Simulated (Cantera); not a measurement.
An isothermal, constant-pressure homogeneous reactor starts with CH₄ : CO₂ = 1 : 0.77 (molar parts), at 1325 K and 101000 Pa. Integrator tolerance rtol = 1e-08.

Cantera simulation using GRI-Mech 3.0 (53 species, 325 reactions); the numbers are that mechanism's predictions, not measurements.

Problem. What does this change do: temperature 1325 to 2223 K?

Solution. 
```
quantity                                            before                                      after
----------------  ----------------------------------------  -----------------------------------------
x(CH₄) at 2.00 s      0.529 (gas-phase equilibrium 0.0662)  0.000323 (gas-phase equilibrium 0.000323)
x(CO₂) at 2.00 s     0.424 (gas-phase equilibrium 1.85e-5)    4.06e-7 (gas-phase equilibrium 4.08e-7)
x(HO₂) at 2.00 s     <1e-12 (gas-phase equilibrium <1e-12)      <1e-12 (gas-phase equilibrium <1e-12)
x(HCO) at 2.00 s  4.99e-12 (gas-phase equilibrium 1.86e-9)    4.61e-7 (gas-phase equilibrium 4.61e-7)
x(CH₃) at 2.00 s   2.17e-5 (gas-phase equilibrium 3.12e-6)    5.40e-5 (gas-phase equilibrium 5.41e-5)
```
